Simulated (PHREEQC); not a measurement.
Silver or lead bath (model solution)

A solution holds 0.00011 mol/kgw Ag2SO4, 0.022 mol/kgw NaCl and 0.004 mol/kgw Na2SO4, at 25 °C. It is in equilibrium with CO2 at log p = -3.4 (atm). Otherwise closed; pH follows from the charge balance.

The numbers come from PHREEQC with the ion-association model, wateq4f.dat.

Each row changes one thing in this solution. No solid was allowed to form.

```json
[
 {"case": "as made", "pH": "5.64", "ionic strength (mol/kgw)": "0.0335", "SO4-2 (mol/kgw)": "0.00382", "NaSO4- (mol/kgw)": "0.000291", "HCO3- (mol/kgw)": "3.10e-6", "Ag+ (mol/kgw)": "2.38e-6", "SI of Mirabilite (Na2SO4:10H2O)": "-4.80", "SI of Nahcolite (NaHCO3)": "-6.63"},
 {"case": "Na2SO4 replaced by MgSO4 at the same molality", "pH": "5.63", "ionic strength (mol/kgw)": "0.0351", "SO4-2 (mol/kgw)": "0.00326", "NaSO4- (mol/kgw)": "0.000180", "HCO3- (mol/kgw)": "3.04e-6", "Ag+ (mol/kgw)": "2.39e-6", "SI of Mirabilite (Na2SO4:10H2O)": "-5.14", "SI of Nahcolite (NaHCO3)": "-6.78"},
 {"case": "NaCl left out", "pH": "5.66", "ionic strength (mol/kgw)": "0.0121", "SO4-2 (mol/kgw)": "0.00400", "NaSO4- (mol/kgw)": "0.000102", "HCO3- (mol/kgw)": "3.04e-6", "Ag+ (mol/kgw)": "0.000209", "SI of Mirabilite (Na2SO4:10H2O)": "-5.78", "SI of Nahcolite (NaHCO3)": "-7.17"},
 {"case": "Na2SO4 replaced by Na2B4O7 at the same molality", "pH": "8.70", "ionic strength (mol/kgw)": "0.0301", "SO4-2 (mol/kgw)": "0.000102", "NaSO4- (mol/kgw)": "8.04e-6", "HCO3- (mol/kgw)": "0.00351", "Ag+ (mol/kgw)": "2.34e-6", "SI of Mirabilite (Na2SO4:10H2O)": "-6.35", "SI of Nahcolite (NaHCO3)": "-3.57"},
 {"case": "diluted 2-fold with water", "pH": "5.63", "ionic strength (mol/kgw)": "0.0169", "SO4-2 (mol/kgw)": "0.00197", "NaSO4- (mol/kgw)": "8.84e-5", "HCO3- (mol/kgw)": "2.91e-6", "Ag+ (mol/kgw)": "3.28e-6", "SI of Mirabilite (Na2SO4:10H2O)": "-5.58", "SI of Nahcolite (NaHCO3)": "-6.92"},
 {"case": "diluted 10-fold with water", "pH": "5.62", "ionic strength (mol/kgw)": "0.00341", "SO4-2 (mol/kgw)": "0.000406", "NaSO4- (mol/kgw)": "4.74e-6", "HCO3- (mol/kgw)": "2.64e-6", "Ag+ (mol/kgw)": "4.11e-6", "SI of Mirabilite (Na2SO4:10H2O)": "-7.49", "SI of Nahcolite (NaHCO3)": "-7.61"},
 {"case": "Na2SO4 from 0.004 to 0.04 mol/kgw", "pH": "5.76", "ionic strength (mol/kgw)": "0.131", "SO4-2 (mol/kgw)": "0.0345", "NaSO4- (mol/kgw)": "0.00563", "HCO3- (mol/kgw)": "4.54e-6", "Ag+ (mol/kgw)": "2.98e-6", "SI of Mirabilite (Na2SO4:10H2O)": "-3.09", "SI of Nahcolite (NaHCO3)": "-6.04"}
]
```

Some of these states are supersaturated (in Cerargyrite, for instance).
